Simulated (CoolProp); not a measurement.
R141b along the isotherm 318.5 K: Z from the reference equation and from simpler models built on Tc = 477.5 K, pc = 4.212 MPa, ω = 0.220; each cubic takes its own stable root.

Model: reference Helmholtz-energy equation of state, Lemmon 2006, in CoolProp. It is a short technical equation, of lower accuracy than the large ones.

```csv
p (MPa),phase,reference,van der Waals,Redlich-Kwong,Soave-Redlich-Kwong
0.133,gas,0.9564,0.9754,[?],0.9628
0.237,liquid,0.008768,0.9553,0.9378,0.009561
0.421,liquid,0.01557,0.9175,0.01750,0.01697
0.749,liquid,0.02768,0.04541,0.03109,0.03016
1.33,liquid,0.04909,0.08022,0.05506,0.05345
2.37,liquid,0.08729,[?],0.09767,0.09492
4.21,liquid,0.1545,0.2485,0.1722,0.1676
7.49,liquid,[?],0.4336,0.3027,0.2954
13.3,liquid,0.4801,0.7499,0.5278,0.5169
23.7,liquid,0.8419,1.293,0.9167,0.9017
42.1,liquid,1.461,2.214,1.577,1.558
```

What belongs in the gaps?


- 0.133, Redlich-Kwong: 0.9660
- 2.37, van der Waals: 0.1417
- 7.49, reference: 0.2731

At some of these states van der Waals, Redlich-Kwong gives the other phase, because its saturation line lies elsewhere.
